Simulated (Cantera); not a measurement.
A perfectly stirred reactor is fed with 63.7 % NH3, 36.3 % N2, at 1.01 bar; it is held at 1850 K, and followed from long to short residence time.

Model: the gas-phase N/H chemistry of the illustrative SiF4/NH3 mechanism in the Surface Chemkin manual (1991), integrated in Cantera. Walls and surfaces, which speed up NH3 decomposition in real reactors, are not modelled.

x: mole fraction; the columns are a selection and need not sum to one.

```tsv
τ (s)	x NH3	x N2H4	x H	x N2	x N
0.57	0.167	4.91e-8	0.000158	0.402	1.57e-7
0.25	0.268	9.72e-8	0.000108	0.394	1.58e-7
0.11	0.387	1.64e-7	6.60e-5	0.384	1.47e-7
0.051	0.486	2.29e-7	3.76e-5	0.376	1.26e-7
0.023	0.557	…	…	0.370	…
0.010	0.599	3.39e-7	9.33e-6	0.366	5.52e-8
0.0045	0.620	3.68e-7	4.46e-6	0.364	2.81e-8
0.0020	0.629	3.73e-7	2.06e-6	0.364	1.28e-8
0.00090	0.633	…	…	0.363	…
0.00040	0.635	2.66e-7	4.40e-7	0.363	2.42e-9
```

Question: Complete the blanks.

Answer: 
- 0.023, x N2H4: 2.89e-7
- 0.023, x H: 1.95e-5
- 0.023, x N: 9.30e-8
- 0.00090, x N2H4: 3.43e-7
- 0.00090, x H: 9.56e-7
- 0.00090, x N: 5.67e-9
